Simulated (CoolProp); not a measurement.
A single-stage vapour-compression cycle with R134a: evaporating at 241.15 K (dew point), condensing at 295.15 K (bubble point), superheat 8 K, subcooling 5 K, compressor efficiency 0.65, no pressure losses. Each further row changes one setting.

Model: reference Helmholtz-energy equation of state, Tillner-Roth 1994, in CoolProp.

```csv
case,cooling COP,pressure ratio,discharge temperature (K),refrigerating effect (kJ/kg),volumetric capacity (kJ/m³)
as stated,[?],7.93,338.8,162,631
evaporating temperature 246.15 K,2.73,[?],[?],[?],804
condensing temperature 290.15 K,2.69,[?],331.8,169,658
subcooling 10 K,2.48,7.93,338.8,169,658
superheat 18 K,[?],7.93,349.9,170,[?]
compressor efficiency 0.55,2.01,7.93,351.4,162,631
```

### Question
Fill in the missing entries.

### Answer

- as stated, cooling COP: 2.37
- evaporating temperature 246.15 K, pressure ratio: 6.26
- evaporating temperature 246.15 K, discharge temperature (K): 334.2
- evaporating temperature 246.15 K, refrigerating effect (kJ/kg): 165
- condensing temperature 290.15 K, pressure ratio: 6.79
- superheat 18 K, cooling COP: 2.38
- superheat 18 K, volumetric capacity (kJ/m³): 633
